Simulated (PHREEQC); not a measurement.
Consider water at 25 °C with 28 mmol/kgw Ni(NO3)2 and 72 mmol/kgw NiCl2. Closed to the air; pH follows from the charge balance.

All values are PHREEQC results (ion-association model, wateq4f.dat), not measurements.

```csv
quantity,before,after
pH,5.71,6.07
ionic strength (mol/kgw),0.278,0.0296
NiOH+ (mol/kgw),2.50e-6,9.68e-7
Ni(OH)2 (mol/kgw),6.31e-10,6.88e-10
```

Task: Which change was made?
(A) diluted 10-fold with water
(B) Ni(NO3)2 from 0.028 to 0.042 mol/kgw
(C) Ni(NO3)2 from 0.028 to 0.0252 mol/kgw
(D) 0.0014 mol/kgw KCl added
(E) temperature from 25 to 90 °C

Result: A, diluted 10-fold with water

This is a speciation only: nothing precipitates in the calculation.
